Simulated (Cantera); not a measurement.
Feed: 1 mol Si3N4, 1 mol CO2, 520 mol H2, 0.044 mol N2O, equilibrated at 1923 K.

Points: P (Pa) = 0.1, 2.5, 63, 1600, 40000, 1e+06.

Cantera's Mixture.equilibrate('TP', solver="vcs", rtol=1e-11, max_steps=5000) on the NASA tables stopped like this:

```
ERROR: FAILURE its = 5001!

*******************************************************************************
CanteraError thrown by MultiPhase::equilibrate:
VCS solver failed. Return code: -1
*******************************************************************************
```

Question: What got this run through?

Answer: This is not unique; one that fits is The failure is numerical, not chemical. The same input converged with solver="gibbs", rtol=1e-10, max_steps=50000, and the result passed a check of the equilibrium conditions:
```
log10 of partial pressures in bar; condensed amounts in mol
      P/Pa        H2         H        N2        Si       SiO        CO       CH4       SiH     Si(L)    SiC(b) Si2N2O(s)
       0.1    -6.400    -6.226    -8.564    -8.583    -8.855    -8.874   -20.633   -11.870         0         0         0
       2.5    -4.689    -5.370    -7.051    -7.072    -7.343    -7.362   -15.700    -9.504         0         0         0
        63    -3.222    -4.637    -5.620    -5.653    -5.906    -5.935   -11.356    -7.351         0         0         0
      1600    -1.803    -3.927    -4.209    -4.770    -4.291    -4.959    -8.275    -5.759   0.01576    0.6115         0
     4e+04    -0.402    -3.227    -2.809    -4.770    -2.892    -3.560    -5.473    -5.059     0.629    0.6177         0
     1e+06     0.998    -2.527    -1.716    -5.039    -1.955    -2.086    -2.405    -4.627         0    0.3425     1.027
```

The gas is ideal and each condensed phase is pure. Mutual solubility and eutectic melting of coexisting phases are not modelled. Gases not in the tables: Si2H6 and higher silanes.
